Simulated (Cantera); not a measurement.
A closed system holds: 1 mol CuO, 630 mol H2, 3.4 mol H2O, held at 1177 °C and 10.0 mbar.

Method: chemical equilibrium by Gibbs-energy minimisation in Cantera with the NASA 1993 tables (ideal gas, pure condensed phases). Candidate condensed phases: Cu, CuO, Cu(OH)2, Cu2O, H2O; 12 gas species. The numbers say what is thermodynamically allowed, not how fast it happens.

Base state: H2 0.993, H2O 0.00694, Cu 0.000344, H 9.42e-5 (mole fractions); condensed: Cu(l).

**Question.** What changes in the equilibrium state with this change: CuO replaced by FeS?

**Answer.** 
```json
[
 {"species": "H2", "before": "0.993", "after": "0.993"},
 {"species": "H2O", "before": "0.00694", "after": "0.00537"},
 {"species": "H2S", "before": "0", "after": "0.00151"},
 {"species": "Cu", "before": "0.000344", "after": "0"},
 {"species": "SH", "before": "0", "after": "4.29e-5"},
 {"species": "S2", "before": "0", "after": "1.07e-5"},
 {"species": "Cu(l), mol", "before": "0.782", "after": "0"},
 {"species": "Fe(γ), mol", "before": "0", "after": "0.997"}
]
```
Further candidate phases: Fe, FeO, Fe(OH)2, Fe(OH)3, FeS, FeSO4, FeS2, Fe2O3, Fe2(SO4)3, Fe3O4, H2SO4, S.
